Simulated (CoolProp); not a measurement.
Cyclopentane along the isobar 3.44 bar: density (kg/m³) from the reference equation and from simpler models built on Tc = 511.7 K, pc = 45.83 bar, ω = 0.202; each cubic takes its own stable root.

Values from CoolProp's reference Helmholtz-energy equation of state, Gedanitz 2015.

```tsv
T (K)	phase	reference
249.3	liquid	787.1
270.8	liquid	767.1
292.3	liquid	746.5
313.8	liquid	725.0
335.2	liquid	702.6
356.7	liquid	678.7
378.2	gas	8.289
399.7	gas	7.736
421.1	gas	7.266
442.6	gas	6.856
464.1	gas	6.495
485.6	gas	6.174
507	gas	5.887
528.5	gas	5.627
550	gas	5.390
```

**Question.** How far does each simpler model (Redlich-Kwong, Soave-Redlich-Kwong, Peng-Robinson) lie from the reference over these 15 states: mean and median of the absolute difference, and the worst?

**Answer.** 
- Redlich-Kwong: mean 8.9 %, median 0.9 %, worst -98.7 % at 356.7 K and 3.44 bar
- Soave-Redlich-Kwong: mean 1.9 %, median 0.5 %, worst -4.8 % at 356.7 K and 3.44 bar
- Peng-Robinson: mean 3.2 %, median 0.2 %, worst +8.1 % at 313.8 K and 3.44 bar

At some of these states Redlich-Kwong gives the other phase, because its saturation line lies elsewhere.
